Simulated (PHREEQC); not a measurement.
1 kg of water holding 160 mmol/kgw NaCl meets 20 L of dry gas (CO2 0.45, H2S 0.55 by moles) at fixed total pressure, at 80 °C; fugacities by Peng-Robinson. The gases take part in no redox reaction, some water evaporates into the gas, and hydrates or a liquid gas phase aren't modelled. Precipitation was switched off in this run.

The numbers come from PHREEQC with the ion-association model, phreeqc.dat.

```tsv
P (atm)	dissolved CO2 (all carbonate carbon) (mol/kgw)	φ of CO2	p of CO2 (atm)	dissolved H2S (mol/kgw)	φ of H2S
1	0.00298	0.998	0.243	0.0114	0.996
2	0.00852	0.994	0.700	0.0324	0.990
3	0.0140	0.991	1.16	0.0530	0.985
5	0.0249	0.984	2.07	0.0934	0.975
7.5	0.0382	0.977	3.21	0.143	0.963
10	0.0512	0.969	4.36	0.190	0.951
15	0.0765	0.953	6.63	0.281	0.926
```

At this temperature some constants are extrapolated from 25 °C, and those without enthalpy data are left unchanged.
